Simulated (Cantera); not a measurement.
# Equilibrium for carbon deposition, reforming and gasification: C₂H₄ + O₂ + H₂O

Charge: 1 mol C₂H₄, 0.54 mol O₂, 0.53 mol H₂O, held at 10.0 Torr.

Method: chemical equilibrium by Gibbs-energy minimisation in Cantera with the NASA 1993 tables (ideal gas, pure condensed phases). Candidate condensed phases: C, C₆H₆, C₇H₈, C₈H₁₈, H₂O; 110 gas species. Equilibrium is a limit: real reactors are often held back by kinetics, nucleation or transport.

From 1123 K to 2223 K the condensed part is C(graphite). The main C-bearing gas is CO throughout.

```csv
T (K),x H₂,x CO,x H,x C₂H₂ (acetylene),x H₂O,x CH₄,x CO₂,x C₂H,n C(graphite)
1123,0.611,0.389,2.88e-7,1.34e-8,0.000209,0.000146,0.000122,<1e-12,0.391
1223,0.611,0.389,2.04e-6,9.57e-8,6.36e-5,6.63e-5,2.77e-5,<1e-12,0.390
1323,0.611,0.389,1.07e-5,5.04e-7,2.32e-5,3.38e-5,7.97e-6,<1e-12,0.390
1423,0.611,0.389,4.50e-5,2.10e-6,9.78e-6,1.90e-5,2.75e-6,<1e-12,0.390
1523,0.611,0.389,0.000156,7.22e-6,4.62e-6,1.15e-5,1.10e-6,4.01e-12,0.390
1623,0.611,0.389,0.000468,2.13e-5,2.40e-6,7.37e-6,4.92e-7,6.19e-11,0.390
1723,0.610,0.389,0.00123,5.52e-5,1.34e-6,4.99e-6,2.44e-7,6.95e-10,0.390
1823,0.609,0.388,0.00293,0.000129,8.03e-7,3.52e-6,1.31e-7,5.97e-9,0.389
1923,0.606,0.388,0.00635,0.000273,5.05e-7,2.57e-6,7.52e-8,4.09e-8,0.388
2023,0.600,0.386,0.0127,0.000536,3.31e-7,1.92e-6,4.57e-8,2.30e-7,0.386
2123,0.591,0.384,0.0239,0.000979,2.24e-7,1.45e-6,2.90e-8,1.10e-6,0.382
2223,0.576,0.381,0.0421,0.00167,1.55e-7,1.11e-6,1.91e-8,4.51e-6,0.376
```
x: gas mole fraction; n: condensed amount in mol.
